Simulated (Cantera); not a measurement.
Charge: 1 mol Si3H8, 0.023 mol Cl2, 220 mol N2, 0.69 mol HCl, equilibrated at 825 K and 495 Torr.

Cantera equilibrium calculation (NASA polynomials, part measured and part estimated; ideal gas, pure solids and liquids). Candidate condensed phases: NH4Cl, Si, Si3N4; 28 gas species. The feed counts by its element totals alone. N2 is the only nitrogen source here; it is nearly inert below about 1500 K, so the nitride shown seldom forms there in practice. Rates play no part.

Base state: N2 0.979, H2 0.0179, HCl 0.00330 (mole fractions); condensed: Si3N4(s).

Problem. What changes in the equilibrium state with this change: Si3H8 replaced by SiCl4?

Solution. 
```json
[
 {"species": "N2", "before": "0.979", "after": "0.992"},
 {"species": "SiCl4", "before": "2.38e-7", "after": "0.00451"},
 {"species": "HCl", "before": "0.00330", "after": "0.00311"},
 {"species": "H2", "before": "0.0179", "after": "<1e-9"},
 {"species": "Cl2", "before": "<1e-9", "after": "0.000104"},
 {"species": "Si3N4(s), mol", "before": "1.000", "after": "0"}
]
```
